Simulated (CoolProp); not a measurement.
Octamethyltrisiloxane (MDM) along the isobar 551 kPa: Z from the reference equation and from simpler models built on Tc = 292.2 °C, pc = 1438 kPa, ω = 0.528; each cubic takes its own stable root.

Computed with CoolProp (reference Helmholtz-energy equation of state, Thol 2017).

```tsv
T (°C)	phase	reference
188.25	liquid	0.05397
197.75	liquid	0.05410
207.25	liquid	0.05436
216.65	liquid	0.05477
226.15	liquid	0.05539
235.65	gas	0.7543
245.05	gas	0.7778
254.55	gas	0.7980
263.95	gas	0.8153
273.45	gas	0.8305
282.95	gas	0.8440
292.35	gas	0.8559
301.85	gas	0.8667
```

How far does each simpler model (van der Waals, Soave-Redlich-Kwong, Peng-Robinson) lie from the reference over these 13 states: mean and median of the absolute difference, and the worst?


- van der Waals: mean 523.9 %, median 7.6 %, worst +1375.9 % at 226.15 °C and 551 kPa
- Soave-Redlich-Kwong: mean 4.9 %, median 0.9 %, worst +13.7 % at 226.15 °C and 551 kPa
- Peng-Robinson: mean 1.4 %, median 1.5 %, worst -2.5 % at 188.25 °C and 551 kPa

At some of these states van der Waals gives the other phase, because its saturation line lies elsewhere.
